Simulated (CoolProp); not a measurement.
Vapour pressure (MPa) of hydrogen chloride: the reference equation beside estimates from Tc = 51.5 °C, pc = 8.314 MPa, ω = 0.130. Clausius-Clapeyron is anchored at -51.35 °C with a constant enthalpy of vaporisation of 14.70 kJ/mol.

Computed with CoolProp (reference Helmholtz-energy equation of state, Thol 2018).

| T (°C) | reference | Lee-Kesler | Clausius-Clapeyron | van der Waals | Redlich-Kwong | Soave-Redlich-Kwong | Peng-Robinson |
|---|---|---|---|---|---|---|---|
| -60.05 | 0.3482 | 0.3434 | 0.3607 | ? | 0.4118 | 0.3432 | 0.3456 |
| -51.35 | 0.4994 | 0.4968 | 0.4994 | 1.470 | 0.5897 | 0.4965 | 0.4973 |
| -42.75 | 0.6933 | 0.6943 | 0.6725 | 1.786 | 0.8148 | 0.6943 | 0.6926 |
| -34.05 | 0.9421 | 0.9481 | ? | 2.148 | 1.100 | ? | 0.9440 |
| -25.35 | 1.252 | 1.264 | 1.153 | 2.554 | 1.449 | 1.268 | 1.258 |
| -16.65 | 1.632 | 1.651 | 1.468 | 3.006 | 1.868 | 1.660 | 1.644 |
| -7.95 | ? | 2.117 | 1.841 | ? | 2.366 | 2.134 | 2.111 |
| 0.75 | 2.640 | 2.671 | 2.275 | 4.055 | 2.947 | 2.699 | 2.670 |
| 9.35 | 3.281 | 3.315 | 2.769 | 4.648 | 3.610 | 3.356 | 3.321 |
| 18.05 | 4.040 | 4.076 | 3.339 | 5.300 | 4.376 | 4.130 | 4.092 |

**Question.** Fill in the missing entries.

**Answer.** 
- -60.05, van der Waals: 1.190
- -34.05, Clausius-Clapeyron: 0.8891
- -34.05, Soave-Redlich-Kwong: 0.9494
- -7.95, reference: 2.092
- -7.95, van der Waals: 3.506

Absolute difference from the reference over all 10 rows, mean and median: Lee-Kesler 0.9 and 1.0 %, Clausius-Clapeyron 8.9 and 9.0 %, van der Waals 110.4 and 94.1 %, Redlich-Kwong 14.4 and 15.1 %, Soave-Redlich-Kwong 1.5 and 1.6 %, Peng-Robinson 0.7 and 0.7 %.
